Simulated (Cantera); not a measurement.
A closed system holds: 1 mol C6H6, 4.4 mol H2, 15 mol N2, held at 2050 °C and 8.50 mbar.

Equilibrium computed with Cantera from the NASA thermochemical tables; the gas is ideal and each condensed phase is pure. Candidate condensed phases: C, C6H6, C7H8, C8H18; 92 gas species. Rates play no part.

Task: What is the equilibrium state?

Result: 
```
Quantity                Result
-------------------  ---------
x(N2)                    0.638
x(H2)                    0.277
x(H)                    0.0623
x(HCN)                  0.0185
x(HNC)                 0.00174
x(C2H2 (acetylene))    0.00134
x(CN)                 0.000184
x(C2N2)                1.58e-5
x(C2H)                 1.44e-5
n(C(graphite))        5.46 mol
gas amount           23.12 mol
```
